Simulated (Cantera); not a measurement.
A perfectly stirred reactor is fed with 15.2 % CH4, 17.9 % O2, 67.0 % N2, at 578 Torr; it is adiabatic with a 698 K inlet, and is followed from long to short residence time, starting on the burning branch (τ in s: 0.029, 0.012, 0.0048, 0.0019, 0.00078, 0.00032, 0.00013, 5.2e-05, 2.1e-05).

Model: GRI-Mech 3.0 (53 species, 325 reactions), integrated in Cantera.

One state of this run: T (K) = 2049; x CH4 = 0.00281; x O2 = 0.00145; x HCO = 1.09e-6; x HCN = 0.000275; x H = 0.00191; x N2O = 3.74e-8; x CH3 = 0.000915. x: mole fraction; the columns are a selection and need not sum to one.

Which value of τ (s) does it belong to?
A. 0.0048
B. 0.0019
C. 0.012
D. 0.029

A, 0.0048
